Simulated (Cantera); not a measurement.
Cantera run:

```python
import numpy as np
import cantera as ct

gas_names = """
    C CH CH2 CH3 CH2OH CH3O CH4 CH3OH CO CO2 COOH C2 C2H CHCO,ketyl C2H2,acetylene C2H2,vinylidene
    CH2CO,ketene C2H3,vinyl CH3CO,acetyl C2H4 C2H4O,ethylen CH3CHO,ethanal CH3COOH (HCOOH)2 C2H5 C2H6
    CH3OCH3 C2H5OH C2O C3 C3H3,propargyl C3H4,allene C3H4,propyne C3H4,cyclo- C3H5,allyl C3H6,propylene
    C3H6,cyclo- C3H6O C3H7,n-propyl C3H7,i-propyl C3H8 C3H8O,1propanol C3H8O,2propanol C3O2 C4 C4H2
    C4H4,1,3-cyclo- C4H6,butadiene C4H6,2-butyne C4H6,cyclo- C4H8,1-butene C4H8,cis2-buten
    C4H8,tr2-butene C4H8,isobutene C4H8,cyclo- (CH3COOH)2 C4H9,n-butyl C4H9,i-butyl C4H9,s-butyl
    C4H9,t-butyl C4H10,isobutane C4H10,n-butane C5 C5H6,1,3cyclo- C5H8,cyclo- C5H10,1-pentene
    C5H10,cyclo- C5H11,pentyl C5H11,t-pentyl C5H12,n-pentane C5H12,i-pentane CH3C(CH3)2CH3 C6H2
    C6H5,phenyl C6H5O,phenoxy C6H6 C6H5OH,phenol C6H10,cyclo- C6H12,1-hexene C6H12,cyclo- C6H13,n-hexyl
    C7H7,benzyl C7H8 C7H8O,cresol C7H14,1-heptene C7H15,n-heptyl C7H16,n-heptane C8H8,styrene
    C8H10,ethylbenz C8H16,1-octene C8H17,n-octyl C8H18,isooctane C8H18,n-octane C9H19,n-nonyl
    C10H8,naphthale C10H21,n-decyl C12H9,o-bipheny C12H10,bipheny H HCO HO2 H2 HCHO,formaldehy HCOOH H2O
    H2O2 Mg MgH MgO MgOH MgO2H2 Mg2 O OH O2 O3
""".split()
cond_names = """
    C(gr) C6H6(L) C7H8(L) C8H18(L),n-octa H2O(s) H2O(L) Mg(cr) Mg(L) MgCO3(s) MgO(s) MgO(L) MgO2H2(s)
""".split()


def load(file, names, dense=False):
    # The tables refer to 1 bar. Condensed volumes are neglected.
    table = {s.name: s for s in ct.Species.list_from_file(file)}
    out = []
    for n in names:
        d = dict(table[n].input_data)
        d["thermo"] = dict(d["thermo"], **{"reference-pressure": 1e5})
        if dense:
            d["equation-of-state"] = {"model": "constant-volume", "density": "1e6 g/cm^3"}
        out.append(ct.Species.from_dict(d))
    return out


gas = ct.Solution(thermo="ideal-gas", species=load("nasa_gas.yaml", gas_names))
cond = {s.name: ct.Solution(thermo="fixed-stoichiometry", species=[s], name=s.name)
        for s in load("nasa_condensed.yaml", cond_names, dense=True)}
atoms = {
    'MgO': {'Mg': 1, 'O': 1},
    'CH4': {'C': 1, 'H': 4},
    'CO': {'C': 1, 'O': 1},
}
top_T = {'C(gr)': 4500}  # K; cautious upper limits of use, not melting points


def equilibrate(T, P, feed):
    n = {}
    for name, mol in feed.items():
        for a, k in atoms[name].items():
            n[a] = n.get(a, 0.0) + k * mol
    gas.TPX = T, P, n
    mass = sum(n.values()) * gas.mean_molecular_weight
    gas.equilibrate("TP")
    valid = [c for c in cond.values() if c.min_temp <= T <= top_T.get(c.name, c.max_temp)]
    mix = ct.Mixture([(gas, mass / gas.mean_molecular_weight)] + [(c, 0.0) for c in valid])
    mix.T, mix.P = T, P
    mix.equilibrate("TP", solver="vcs", rtol=1e-11, max_steps=5000)
    return mix


results = []
feed = {'MgO': 1, 'CH4': 1.5, 'CO': 0.016}  # mol
P = 1000  # Pa
for T in [1750, 1800, 1850, 1900, 1950, 2000, 2050, 2100, 2150, 2200, 2250]:
    mix = equilibrate(T, P, feed)
    results.append((T, P, feed, dict(zip(mix.species_names, mix.species_moles))))

top = {s: max(r[3][s] / sum(r[3][g] for g in gas_names) for r in results) for s in gas_names}
cols = sorted((s for s in top if top[s] > 0.001), key=lambda s: -top[s])[:6]
seen = [c for c in cond_names if any(r[3].get(c, 0) > 1e-12 for r in results)]
print("log10 of partial pressures in bar; condensed amounts in mol")
print(f"{'T/K':>10s}" + "".join(f"{s[:9]:>10s}" for s in cols + seen))
for T, P, feed, n in results:
    ng = sum(n[g] for g in gas_names)
    print(f"{T:10.4g}" + "".join(f"{np.log10(max(n[s] / ng * P / 1e5, 1e-99)):10.3f}" for s in cols)
          + "".join(f"{n.get(c, 0):10.4g}" for c in seen))
```

Output:

```
log10 of partial pressures in bar; condensed amounts in mol
       T/K        H2        CO        Mg         H C2H2,acet     C(gr)
      1750    -2.224    -2.694    -2.701    -4.746    -6.164    0.4993
      1800    -2.225    -2.694    -2.701    -4.559    -5.981    0.4989
      1850    -2.226    -2.694    -2.702    -4.382    -5.808    0.4984
      1900    -2.227    -2.695    -2.702    -4.214    -5.645    0.4977
      1950    -2.229    -2.695    -2.703    -4.055    -5.491    0.4967
      2000    -2.231    -2.696    -2.704    -3.904    -5.345    0.4954
      2050    -2.234    -2.697    -2.705    -3.761    -5.208    0.4937
      2100    -2.238    -2.699    -2.706    -3.625    -5.078    0.4915
      2150    -2.243    -2.700    -2.708    -3.496    -4.956    0.4887
      2200    -2.250    -2.703    -2.710    -3.374    -4.841    0.4851
      2250    -2.258    -2.706    -2.713    -3.258    -4.733    0.4808
```

These are equilibrium values from Cantera (NASA tables, ideal gas, pure condensed phases), not measurements of a reactor. The tables' values for MgH are old estimates; treat these amounts as uncertain.
